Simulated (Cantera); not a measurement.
An isothermal, constant-pressure homogeneous reactor starts with CH4 : H2O : H2 = 1 : 1.6 : 0.14 (molar parts), at 1698 K and 160000 Pa. Integrator tolerance rtol = 1e-08.

Model: GRI-Mech 3.0 (53 species, 325 reactions), integrated in Cantera.

### Question
What does this change do: CH4 1 to 7.5 parts?

### Answer
| quantity | before | after |
|---|---|---|
| x(CH4) at 4.00 s | 0.00597 (gas-phase equilibrium 7.09e-7) | 0.0464 (gas-phase equilibrium 0.0464) |
| x(H2O) at 4.00 s | 0.127 (gas-phase equilibrium 0.116) | 8.53e-5 (gas-phase equilibrium 9.78e-7) |
| x(H2) at 4.00 s | 0.660 (gas-phase equilibrium 0.673) | 0.715 (gas-phase equilibrium 0.715) |
| x(O2) at 4.00 s | 8.83e-12 (gas-phase equilibrium 7.34e-12) | <1e-12 (gas-phase equilibrium <1e-12) |
| x(C2H4) at 4.00 s | 9.48e-5 (gas-phase equilibrium 2.05e-12) | 0.00778 (gas-phase equilibrium 0.00778) |
| x(HCO) at 4.00 s | 2.32e-8 (gas-phase equilibrium 2.42e-8) | 1.14e-8 (gas-phase equilibrium 1.15e-8) |
| x(CH2CO) at 4.00 s | 4.68e-7 (gas-phase equilibrium 1.62e-11) | 4.73e-7 (gas-phase equilibrium 4.56e-7) |
GRI-Mech 3.0 stops at C3 and has no aromatics, soot or wall deposition, so with more carbon than oxygen in the feed, carbon stays in small species such as C2H2 where larger ones or solid carbon would form.

### Question
What does this change do: temperature 1698 to 1448 K?

### Answer
```json
[
 {"quantity": "x(CH4) at 4.00 s", "before": "0.00597 (gas-phase equilibrium 7.09e-7)", "after": "0.122 (gas-phase equilibrium 1.14e-5)"},
 {"quantity": "x(H2O) at 4.00 s", "before": "0.127 (gas-phase equilibrium 0.116)", "after": "0.430 (gas-phase equilibrium 0.113)"},
 {"quantity": "x(H2) at 4.00 s", "before": "0.660 (gas-phase equilibrium 0.673)", "after": "0.345 (gas-phase equilibrium 0.676)"},
 {"quantity": "x(O2) at 4.00 s", "before": "8.83e-12 (gas-phase equilibrium 7.34e-12)", "after": "<1e-12 (gas-phase equilibrium <1e-12)"},
 {"quantity": "x(C2H4) at 4.00 s", "before": "9.48e-5 (gas-phase equilibrium 2.05e-12)", "after": "0.0148 (gas-phase equilibrium 3.76e-11)"},
 {"quantity": "x(HCO) at 4.00 s", "before": "2.32e-8 (gas-phase equilibrium 2.42e-8)", "after": "3.48e-10 (gas-phase equilibrium 3.80e-9)"},
 {"quantity": "x(CH2CO) at 4.00 s", "before": "4.68e-7 (gas-phase equilibrium 1.62e-11)", "after": "1.85e-5 (gas-phase equilibrium 4.06e-11)"}
]
```

### Question
What does this change do: temperature 1698 to 1575 K?

### Answer
| quantity | before | after |
|---|---|---|
| x(CH4) at 4.00 s | 0.00597 (gas-phase equilibrium 7.09e-7) | 0.0453 (gas-phase equilibrium 2.48e-6) |
| x(H2O) at 4.00 s | 0.127 (gas-phase equilibrium 0.116) | 0.228 (gas-phase equilibrium 0.115) |
| x(H2) at 4.00 s | 0.660 (gas-phase equilibrium 0.673) | 0.557 (gas-phase equilibrium 0.674) |
| x(O2) at 4.00 s | 8.83e-12 (gas-phase equilibrium 7.34e-12) | 1.65e-12 (gas-phase equilibrium <1e-12) |
| x(C2H4) at 4.00 s | 9.48e-5 (gas-phase equilibrium 2.05e-12) | 0.00303 (gas-phase equilibrium 7.61e-12) |
| x(HCO) at 4.00 s | 2.32e-8 (gas-phase equilibrium 2.42e-8) | 6.01e-9 (gas-phase equilibrium 1.05e-8) |
| x(CH2CO) at 4.00 s | 4.68e-7 (gas-phase equilibrium 1.62e-11) | 5.83e-6 (gas-phase equilibrium 2.45e-11) |
